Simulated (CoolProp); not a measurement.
Dimethyl ether along the isobar 231 bar: Z from the reference equation and from simpler models built on Tc = 400.4 K, pc = 53.37 bar, ω = 0.196; each cubic takes its own stable root.

Values from CoolProp's reference Helmholtz-energy equation of state, Wu 2011.

| T (K) | phase | reference |
|---|---|---|
| 355.2 | liquid | 0.5785 |
| 366.4 | liquid | 0.5754 |
| 377.6 | liquid | 0.5736 |
| 388.7 | liquid | 0.5733 |
| 399.9 | liquid | 0.5743 |
| 411.1 | supercritical | 0.5769 |
| 422.3 | supercritical | 0.5811 |
| 433.5 | supercritical | 0.5870 |
| 444.7 | supercritical | 0.5948 |
| 455.9 | supercritical | 0.6044 |
| 467.1 | supercritical | 0.6159 |
| 478.2 | supercritical | 0.6292 |

Problem. How far does each simpler model (van der Waals, Redlich-Kwong, Peng-Robinson) lie from the reference over these 12 states: mean and median of the absolute difference, and the worst?

Solution. 
- van der Waals: mean 35.6 %, median 36.5 %, worst +46.1 % at 355.2 K and 231 bar
- Redlich-Kwong: mean 9.0 %, median 9.5 %, worst +9.7 % at 377.6 K and 231 bar
- Peng-Robinson: mean 1.9 %, median 2.0 %, worst -3.4 % at 355.2 K and 231 bar
